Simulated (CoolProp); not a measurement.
Properties of methane at several states.

Computed with CoolProp (reference Helmholtz-energy equation of state, Setzmann 1991).

```csv
T (K),p (MPa),phase,Joule-Thomson coefficient (K/MPa),conductivity (mW/(m K))
154.3,0.263,gas,15.16,16.6
528.4,5.72,supercritical,0.9001,76.3
536.3,7.19,supercritical,0.8235,78.4
462.2,0.0563,gas,1.532,61.2
```

Thermal conductivity comes from a separate model (Friend 1989).
